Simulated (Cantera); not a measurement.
An isothermal, constant-pressure homogeneous reactor starts with C₃H₈ : H₂ = 1 : 21 (molar parts), at 1625 K and 101000 Pa.

Model: GRI-Mech 3.0 (53 species, 325 reactions), integrated in Cantera. GRI-Mech 3.0 was tuned for natural gas; its chemistry of propane as a main component is partial and can be far from experiment. GRI-Mech 3.0 stops at C3 and has no aromatics, soot or wall deposition, so with more carbon than oxygen in the feed, carbon stays in small species such as C2H2 where larger ones or solid carbon would form.

x: mole fraction; the columns are a selection and need not sum to one.

```csv
t (s),x C₃H₈,x H₂,x C₂H,x C₂H₄,x CH₃,x C₂H₂,x H
8.00e-6,0.0169,0.927,(withheld),0.0243,0.00326,0.000562,0.00107
2.41e-5,0.000959,0.912,(withheld),0.0352,0.000899,0.00477,0.000737
7.25e-5,2.14e-5,0.912,(withheld),0.0314,0.000241,0.00956,0.000227
0.000218,1.86e-7,0.912,(withheld),0.0268,0.000105,0.0140,9.97e-5
0.000656,4.96e-8,0.912,(withheld),0.0199,7.84e-5,0.0205,7.47e-5
0.00198,2.27e-8,0.913,(withheld),0.00982,7.31e-5,0.0301,7.00e-5
0.00594,8.15e-9,0.913,1.01e-8,0.00353,6.96e-5,0.0360,6.69e-5
0.0179,7.01e-9,0.914,1.02e-8,0.00303,6.90e-5,0.0366,6.67e-5
0.0538,6.95e-9,0.914,1.03e-8,0.00305,6.82e-5,0.0369,6.68e-5
0.162,6.81e-9,0.915,1.05e-8,0.00309,6.63e-5,0.0374,6.71e-5
0.488,6.65e-9,0.916,1.08e-8,0.00315,6.42e-5,0.0381,6.74e-5
1.47,6.61e-9,0.916,1.08e-8,0.00316,6.36e-5,0.0383,6.75e-5
4.42,6.61e-9,0.916,1.08e-8,0.00316,6.36e-5,0.0383,6.75e-5
13.3,6.61e-9,0.916,1.08e-8,0.00316,6.36e-5,0.0383,6.75e-5
40.0,6.61e-9,0.916,1.08e-8,0.00316,6.36e-5,0.0383,6.75e-5
```

**Question.** Some entries are withheld; supply them.

**Answer.** 
- 8.00e-6, x C₂H: 2.47e-9
- 2.41e-5, x C₂H: 1.48e-8
- 7.25e-5, x C₂H: 9.13e-9
- 0.000218, x C₂H: 5.88e-9
- 0.000656, x C₂H: 6.43e-9
- 0.00198, x C₂H: 8.83e-9
